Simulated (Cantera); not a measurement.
An isothermal, constant-pressure homogeneous reactor starts with NO : N2 = 1 : 6 (molar parts), at 2200 K and 0.200 bar.

Cantera simulation using GRI-Mech 3.0 (53 species, 325 reactions); the numbers are that mechanism's predictions, not measurements.

x: mole fraction; the columns are a selection and need not sum to one.

```tsv
t (s)	x NO	x O2	x N2O	x NO2	x O	x N2
0.000200	0.143	4.03e-8	3.03e-6	7.07e-8	4.00e-6	0.857
0.000367	0.143	___	___	___	___	0.857
0.000675	0.143	5.38e-7	7.25e-6	4.05e-7	1.63e-5	0.857
0.00124	0.143	2.05e-6	9.41e-6	8.93e-7	3.36e-5	0.857
0.00228	0.143	7.88e-6	1.05e-5	1.84e-6	6.74e-5	0.857
0.00419	0.143	2.98e-5	1.06e-5	3.50e-6	0.000128	0.857
0.00770	0.142	0.000107	1.05e-5	5.92e-6	0.000221	0.857
0.0141	0.142	0.000350	1.02e-5	8.52e-6	0.000326	0.858
0.0260	0.140	0.000961	9.87e-6	1.03e-5	0.000402	0.858
0.0477	0.138	0.00224	9.43e-6	1.18e-5	0.000462	0.859
0.0877	0.133	0.00479	8.62e-6	1.39e-5	0.000552	0.862
0.161	___	___	___	___	___	0.867
0.296	0.102	0.0199	4.90e-6	1.85e-5	0.000914	0.877
0.544	0.0689	0.0363	2.23e-6	1.65e-5	0.00119	0.894
1.00	0.0322	0.0545	6.09e-7	9.36e-6	0.00143	0.912
```

Task: What belongs in the gaps?

Result: 
- 0.000367, x O2: 1.45e-7
- 0.000367, x N2O: 4.90e-6
- 0.000367, x NO2: 1.75e-7
- 0.000367, x O: 7.97e-6
- 0.161, x NO: 0.122
- 0.161, x O2: 0.00991
- 0.161, x N2O: 7.18e-6
- 0.161, x NO2: 1.65e-5
- 0.161, x O: 0.000697
